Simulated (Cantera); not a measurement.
A closed system holds: 1 mol SiF4, 2 mol NH3, 1.4 mol H2, equilibrated at 1075 °C and 1330 Pa.

These are equilibrium values from Cantera (NASA tables, ideal gas, pure condensed phases), not measurements of a reactor. Candidate condensed phases: Si, Si3N4; 37 gas species. The tables' values for SiF3, SiF2 are old estimates; treat these amounts as uncertain. Equilibrium is a limit: real reactors are often held back by kinetics, nucleation or transport.

Base state: H2 0.681, N2 0.156, SiF4 0.149, HF 0.00726, SiF3 0.00495, SiHF3 0.00203, SiF2 0.000126, H 1.66e-5 (mole fractions); condensed: gas only.

Task: What changes in the equilibrium state with this change: temperature from 1075 °C to 1025 °C?

Result: 
| species | before | after |
|---|---|---|
| H2 | 0.681 | 0.683 |
| N2 | 0.156 | 0.156 |
| SiF4 | 0.149 | 0.151 |
| HF | 0.00726 | 0.00505 |
| SiF2 | 0.000126 | 5.28e-5 |
| H | 1.66e-5 | 7.67e-6 |
